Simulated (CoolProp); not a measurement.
The numbers come from the reference Helmholtz-energy equation of state, Span 2000 in CoolProp.

### Question
For nitrogen, give the phase and the cv (kJ/(kg K)), speed of sound (m/s), Prandtl number at -167.65 °C and 2100 kPa; -51.35 °C and 2100 kPa; 94.05 °C and 2100 kPa.

### Answer
- -167.65 °C and 2100 kPa: liquid; cv 0.970, speed of sound 560, Prandtl number 1.75
- -51.35 °C and 2100 kPa: gas; cv 0.754, speed of sound 303, Prandtl number 0.763
- 94.05 °C and 2100 kPa: gas; cv 0.748, speed of sound 395, Prandtl number 0.716

Viscosity comes from a separate model (Lemmon 2004). Thermal conductivity comes from a separate model (Lemmon 2004).
